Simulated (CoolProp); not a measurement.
Vapour-liquid equilibrium of CH2F2 (R32) (1) + R134a (2) at 2.99 kPa; x and y are mole fractions of (1).

Computed with CoolProp (multi-fluid Helmholtz-energy mixture model, Tillner-Roth 1997 and Tillner-Roth 1994; pair parameters Lemmon 2004).

| x | bubble temperature, mixture model (°C) | bubble temperature, Raoult's law (°C) | y, mixture model | y, Raoult's law |
|---|---|---|---|---|
| 0.05 | -85.0 | -84.8 | 0.238 | 0.221 |
| 0.2 | -90.5 | -90.0 | 0.609 | 0.593 |
| 0.35 | -94.2 | -93.7 | 0.775 | 0.768 |
| 0.5 | -96.9 | -96.5 | 0.865 | 0.865 |
| 0.65 | -99.0 | -98.8 | 0.922 | 0.925 |
| 0.8 | -100.7 | -100.6 | 0.962 | 0.965 |
| 0.95 | -102.2 | -102.2 | 0.992 | 0.993 |

The largest gap from Raoult's law is -0.5 K in bubble temperature, at x = 0.2. No azeotrope shows between x = 0.05 and 0.95.

Pair parameters are fitted to limited data, so mixtures are less certain than the pure fluids.
